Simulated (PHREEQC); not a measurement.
Model water analysis in mg/L, 25 °C, pH 3.03, pe 10.2: Na 397; K 131; Ca 47.4; Mg 48.4; Cl 310; S(6) as SO4 1070; Cu(2) 6.06; Fe(3) 39.2.

Na is adjusted to close the charge balance.
Valence states are taken as typed.

Equilibrium calculation in PHREEQC: ion-association model, phreeqc.dat.

Each row changes one thing in this solution. This is a speciation only: nothing precipitates in the calculation.

```tsv
case	ionic strength (mol/kgw)	SO4-2 (mol/kgw)	Mg+2 (mol/kgw)	Ca+2 (mol/kgw)	MgSO4 (mol/kgw)	FeSO4+ (mol/kgw)	SI of Gypsum (CaSO4:2H2O)	SI of Jarosite-K (KFe3(SO4)2(OH)6)
as made	0.0381	0.00862	0.00132	0.000855	0.000678	0.000476	-1.15	+4.87
temperature from 25 to 65 °C at the same typed pH	0.0360	0.00781	0.000962	0.000831	0.00103	0.000230	-1.15	+5.66
all concentrations times 3 at the same typed pH	0.108	0.0237	0.00336	___	___	0.00146	-0.55	___
Cu(2) from 6.06 to 12.1 mg/L	0.0381	0.00860	0.00132	0.000855	0.000677	0.000475	-1.15	+4.87
```

Problem. Some entries are withheld; supply them.

Solution. 
- all concentrations times 3 at the same typed pH, Ca+2 (mol/kgw): 0.00226
- all concentrations times 3 at the same typed pH, MgSO4 (mol/kgw): 0.00264
- all concentrations times 3 at the same typed pH, SI of Jarosite-K (KFe3(SO4)2(OH)6): +6.36

Complexes and solids missing from the database can't appear. Some of these states are supersaturated (in Jarosite-K, Hematite (slow to form), for instance). At this temperature some constants are extrapolated from 25 °C, and those without enthalpy data are left unchanged.
